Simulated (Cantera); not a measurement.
Cantera with NASA thermochemical tables; ideal gases at 1 bar, condensed phases pure. Values are per mole of reaction as written; species without (g) are pure solids or liquids, kept so even where they would boil at 1 bar. TiC: taken at fixed stoichiometry.

Q: Between 300 and 498 K, where is each reaction favourable under standard conditions?
- TiC + 4 Cl₂(g) ⇌ CCl₄(g) + TiCl₄

A: 
- TiC + 4 Cl₂(g) ⇌ CCl₄(g) + TiCl₄: ΔG° is -610 kJ at 300 K and -543 kJ at 498 K; it stays negative (K > 1). ΔH° is -705 kJ and ΔS° -325 J/K at 498 K.
